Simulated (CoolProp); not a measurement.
n-heptane along the isobar 56.9 bar: density (kg/m³) from the reference equation and from simpler models built on Tc = 268.1 °C, pc = 27.74 bar, ω = 0.349; each cubic takes its own stable root.

Values from CoolProp's reference Helmholtz-energy equation of state, Span 2003. It is a short technical equation, of lower accuracy than the large ones.

```tsv
T (°C)	phase	reference	van der Waals	Redlich-Kwong	Peng-Robinson
6.85	liquid	699.6	412.3	602.9	696.6
26.85	liquid	683.4	405.2	590.0	684.5
46.85	liquid	667.1	397.9	576.4	…
66.95	liquid	650.4	390.3	…	657.0
86.95	liquid	…	382.4	546.9	641.4
107.05	liquid	615.8	374.2	530.9	624.4
127.05	liquid	…	365.7	514.0	605.7
147.15	liquid	578.5	356.6	496.0	585.2
167.15	liquid	558.4	347.2	477.0	562.5
```

Question: Fill in the missing entries.

Answer: 
- 46.85, Peng-Robinson: 671.4
- 66.95, Redlich-Kwong: 562.0
- 86.95, reference: 633.4
- 127.05, reference: 597.6
